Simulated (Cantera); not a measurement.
Cantera with NASA thermochemical tables; ideal gases at 1 bar, condensed phases pure. Values are per mole of reaction as written; species without (g) are pure solids or liquids, kept so even where they would boil at 1 bar. TaC: taken at fixed stoichiometry.

H(g) + TaC + N(g) ⇌ Ta + HCN(g)

```json
[
 {"T (K)": "650", "ΔH° (kJ)": "-417.8", "ΔS° (J/K)": "-80.9", "ΔG° (kJ)": "-365.2", "log10 K": "29.35"},
 {"T (K)": "700", "ΔH° (kJ)": "-418.7", "ΔS° (J/K)": "-82.2", "ΔG° (kJ)": "-361.1", "log10 K": "26.95"},
 {"T (K)": "750", "ΔH° (kJ)": "[?]", "ΔS° (J/K)": "[?]", "ΔG° (kJ)": "[?]", "log10 K": "[?]"},
 {"T (K)": "800", "ΔH° (kJ)": "-420.3", "ΔS° (J/K)": "-84.4", "ΔG° (kJ)": "-352.8", "log10 K": "23.04"},
 {"T (K)": "850", "ΔH° (kJ)": "[?]", "ΔS° (J/K)": "[?]", "ΔG° (kJ)": "[?]", "log10 K": "[?]"},
 {"T (K)": "900", "ΔH° (kJ)": "[?]", "ΔS° (J/K)": "[?]", "ΔG° (kJ)": "[?]", "log10 K": "[?]"}
]
```

Problem. What belongs in the gaps?

Solution. 
- 750, ΔH° (kJ): -419.5
- 750, ΔS° (J/K): -83.3
- 750, ΔG° (kJ): -357.0
- 750, log10 K: 24.86
- 850, ΔH° (kJ): -421.1
- 850, ΔS° (J/K): -85.3
- 850, ΔG° (kJ): -348.6
- 850, log10 K: 21.42
- 900, ΔH° (kJ): -421.8
- 900, ΔS° (J/K): -86.2
- 900, ΔG° (kJ): -344.3
- 900, log10 K: 19.98
